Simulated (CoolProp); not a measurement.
A Linde-Hampson liquefier for ethane: isothermal reversible compression at 320 K from 1 atm to 15 MPa, throttling to 1 atm, return gas leaving the recuperator 2 K below the feed. Each further row changes one setting.

Computed with CoolProp (reference Helmholtz-energy equation of state, Bücker 2006).

| case | liquid yield per pass | compression work (kJ/kg of gas) |
|---|---|---|
| as stated | [?] | 353 |
| high pressure 30 MPa | [?] | 390 |
| warm-end temperature 350 K | [?] | [?] |
| warm-end gap 7 K | 0.447 | 353 |

Question: What belongs in the gaps?

Answer: 
- as stated, liquid yield per pass: 0.454
- high pressure 30 MPa, liquid yield per pass: 0.464
- warm-end temperature 350 K, liquid yield per pass: 0.356
- warm-end temperature 350 K, compression work (kJ/kg of gas): 414
